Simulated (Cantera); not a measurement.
An adiabatic, constant-volume homogeneous reactor starts with CH₄ : CO : O₂ : N₂ : H₂O = 1 : 0.5 : 4.5 : 16.9 : 1.3 (molar parts), at 1650 K and 1800000 Pa.

Cantera simulation using GRI-Mech 3.0 (53 species, 325 reactions); the numbers are that mechanism's predictions, not measurements. The pressure lies above the range GRI-Mech 3.0 was tuned for (to about 10 atm).

### Question
Predict: time of steepest temperature rise; temperature at 7.00 s; equilibrium temperature; x(CO) at 7.00 s; x(O₂) at 7.00 s; x(H₂O) at 7.00 s; x(HO₂) at 7.00 s.

### Answer
- time of steepest temperature rise: 25.6 µs
- temperature at 7.00 s: 2716 K
- equilibrium temperature: 2716 K
- x(CO) at 7.00 s: 0.00395 (gas-phase equilibrium 0.00395)
- x(O₂) at 7.00 s: 0.0827 (gas-phase equilibrium 0.0827)
- x(H₂O) at 7.00 s: 0.130 (gas-phase equilibrium 0.130)
- x(HO₂) at 7.00 s: 3.17e-5 (gas-phase equilibrium 3.17e-5)
